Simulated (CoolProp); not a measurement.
Model: reference Helmholtz-energy equation of state, Guder 2009, in CoolProp.

Task: For sulfur hexafluoride, give the phase and the cp (kJ/(kg K)), speed of sound (m/s), viscosity (µPa s) at 444.3 K and 115 bar; 364.1 K and 5.95 bar; 410.7 K and 0.484 bar.

Result: 
- 444.3 K and 115 bar: supercritical; cp 1.06, speed of sound 157, viscosity 38.2
- 364.1 K and 5.95 bar: gas; cp 0.772, speed of sound 145, viscosity 18.3
- 410.7 K and 0.484 bar: gas; cp 0.809, speed of sound 158, viscosity 20.1

Viscosity comes from a separate model (Quiñones-Cisneros 2012).
